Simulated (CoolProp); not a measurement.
Computed with CoolProp (reference Helmholtz-energy equation of state, Setzmann 1991).

Task: Give the vapour pressure (bar), vapour density (kg/m³), enthalpy of vaporisation (kJ/kg), liquid cp (kJ/(kg K)) of saturated methane at 113.6, 117.6 K.

Result: 
```
T (K)  p (bar)  vapour density (kg/m³)  enthalpy of vaporisation (kJ/kg)  liquid cp (kJ/(kg K))
-----  -------  ----------------------  --------------------------------  ---------------------
113.6     1.18                    2.10                               507                   3.50
117.6     1.61                    2.78                               499                   3.53
```
